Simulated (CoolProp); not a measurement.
Properties of dimethyl ether along the isotherm 176.55 °C (Tc = 127.2 °C, pc = 5337 kPa, ω = 0.196).

Model: reference Helmholtz-energy equation of state, Wu 2011, in CoolProp.

| p (kPa) | phase | density (kg/m³) | cv (kJ/(kg K)) | isothermal compressibility (1/MPa) |
|---|---|---|---|---|
| 25.3 | gas | 0.3121 | 1.701 | 39.57 |
| 57.6 | gas | 0.7116 | 1.701 | 17.41 |
| 131 | gas | 1.624 | 1.703 | 7.681 |
| 298 | gas | 3.724 | 1.706 | 3.403 |
| 679 | gas | 8.642 | 1.713 | 1.522 |
| 1550 | gas | 20.62 | 1.732 | 0.6978 |
| 3520 | gas | 52.52 | 1.784 | 0.3492 |
| 8000 | supercritical | 178.5 | 1.953 | 0.2382 |
